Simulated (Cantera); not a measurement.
Feed: 1 mol SiC, 0.35 mol H₂O, 3.7 mol H₂, 0.13 mol N₂O, equilibrated at 95.0 Pa.

Cantera equilibrium calculation (NASA polynomials, part measured and part estimated; ideal gas, pure solids and liquids). Candidate condensed phases: C, C₆H₆, C₇H₈, C₈H₁₈, H₂O, Si, SiC, SiO₂, Si₂N₂O, Si₃N₄; 151 gas species. Mutual solubility and eutectic melting of coexisting phases are not modelled. The tables hold silica as quartz up to 1696 K and as liquid above; real silica turns to tridymite and cristobalite and melts near 1996 K. The numbers say what is thermodynamically allowed, not how fast it happens.

Question: Which condensed phases are stable at each of these points (T (K)): 1050, 1125, 1200, 1275, 1350, 1425, 1500, 1575, 1650, 1725?

Answer: 
```
T (K)                                   condensed phases  Si condensed (%)
-----  -------------------------------------------------  ----------------
1050   C(graphite) + SiC(s) + SiO₂(β-quartz) + Si₂N₂O(s)             100.0
1125   C(graphite) + SiC(s) + SiO₂(β-quartz) + Si₂N₂O(s)             100.0
1200   C(graphite) + SiC(s) + SiO₂(β-quartz) + Si₂N₂O(s)             100.0
1275                 SiC(s) + SiO₂(β-quartz) + Si₂N₂O(s)              99.8
1350                 SiC(s) + SiO₂(β-quartz) + Si₂N₂O(s)              98.0
1425                                  SiC(s) + Si₂N₂O(s)              94.3
1500                                  SiC(s) + Si₂N₂O(s)              86.5
1575                                              SiC(s)              76.0
1650                                              SiC(s)              76.0
1725                                              SiC(s)              75.9
```

From 1050 K to 1200 K the condensed part is C(graphite) + SiC(s) + SiO₂(β-quartz) + Si₂N₂O(s). From 1275 K to 1350 K the condensed part is SiC(s) + SiO₂(β-quartz) + Si₂N₂O(s). From 1425 K to 1500 K the condensed part is SiC(s) + Si₂N₂O(s). From 1575 K to 1725 K the condensed part is SiC(s).
